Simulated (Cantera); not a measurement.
An isothermal, constant-pressure homogeneous reactor starts with C2H6 : N2 = 1 : 110 (molar parts), at 1825 K and 0.390 bar. Integrator tolerance rtol = 1e-08.

Detailed kinetics in Cantera: GRI-Mech 3.0 (53 species, 325 reactions). GRI-Mech 3.0 stops at C3 and has no aromatics, soot or wall deposition, so with more carbon than oxygen in the feed, carbon stays in small species such as C2H2 where larger ones or solid carbon would form.

**Question.** What does this change do: N2 110 to 27 parts?

**Answer.** 
```csv
quantity,before,after
x(C2H6) at 10.0 s,3.74e-12 (gas-phase equilibrium <1e-12),4.69e-10 (gas-phase equilibrium 1.15e-10)
x(HCN) at 10.0 s,9.72e-5 (gas-phase equilibrium 0.0163),7.43e-5 (gas-phase equilibrium 0.0512)
x(C2H2) at 10.0 s,0.00880 (gas-phase equilibrium 0.000704),0.0332 (gas-phase equilibrium 0.00769)
x(H2) at 10.0 s,0.0176 (gas-phase equilibrium 0.0176),0.0665 (gas-phase equilibrium 0.0665)
x(CH2) at 10.0 s,1.40e-9 (gas-phase equilibrium 7.69e-10),9.83e-9 (gas-phase equilibrium 4.93e-9)
x(CH3) at 10.0 s,2.29e-7 (gas-phase equilibrium 1.25e-7),3.11e-6 (gas-phase equilibrium 1.56e-6)
```
